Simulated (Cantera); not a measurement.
An adiabatic, constant-volume homogeneous reactor starts with CH4 : H2 : O2 : N2 = 1 : 0.68 : 1.42 : 5.35 (molar parts), at 1675 K and 1.20 bar.

Model: GRI-Mech 3.0 (53 species, 325 reactions), integrated in Cantera.

Problem. Predict: time of steepest temperature rise; temperature at 0.200 s; equilibrium temperature; x(H2) at 0.200 s; x(O2) at 0.200 s; x(CO) at 0.200 s.

Solution. 
* **time of steepest temperature rise**: 72.0 µs
* **temperature at 0.200 s**: 2974 K
* **equilibrium temperature**: 2974 K
* **x(H2) at 0.200 s**: 0.109 (gas-phase equilibrium 0.109)
* **x(O2) at 0.200 s**: 0.00151 (gas-phase equilibrium 0.00151)
* **x(CO) at 0.200 s**: 0.0899 (gas-phase equilibrium 0.0899)
